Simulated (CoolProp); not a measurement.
Values from CoolProp's reference Helmholtz-energy equation of state, Lemmon 2016.

### Question
Give the vapour pressure (bar), liquid density (kg/m³), vapour density (kg/m³), enthalpy of vaporisation (kJ/kg) of saturated R365MFC at 263.6, 272.3, 285.3 K.

### Answer
```json
[
 {"T (K)": "263.6", "p (bar)": "0.112", "liquid density (kg/m³)": "1330", "vapour density (kg/m³)": "0.765", "enthalpy of vaporisation (kJ/kg)": "210"},
 {"T (K)": "272.3", "p (bar)": "0.177", "liquid density (kg/m³)": "1310", "vapour density (kg/m³)": "1.17", "enthalpy of vaporisation (kJ/kg)": "207"},
 {"T (K)": "285.3", "p (bar)": "0.328", "liquid density (kg/m³)": "1280", "vapour density (kg/m³)": "2.09", "enthalpy of vaporisation (kJ/kg)": "201"}
]
```
